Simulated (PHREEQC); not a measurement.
A solution holds 5.8 mol NaBr, 2.2 mol SrCl2 and 0.15 mol KBr per kg of water, at 25 °C. Closed to the air; pH follows from the charge balance.

Model: Pitzer model, pitzer.dat, run in PHREEQC.

```json
[
 {"quantity": "pH", "before": "5.48", "after": "6.08"},
 {"quantity": "SI of Halite (NaCl)", "before": "+0.65", "after": "-0.74"}
]
```

Task: Which change was made?
A) NaBr from 5.8 to 1.16 mol/kgw
B) diluted 2-fold with water
C) SrCl2 replaced by KCl at the same molality
D) KBr replaced by HBr at the same molality

Result: A, NaBr from 5.8 to 1.16 mol/kgw

This is a speciation only: nothing precipitates in the calculation. Some of these states are supersaturated (in Halite, for instance).
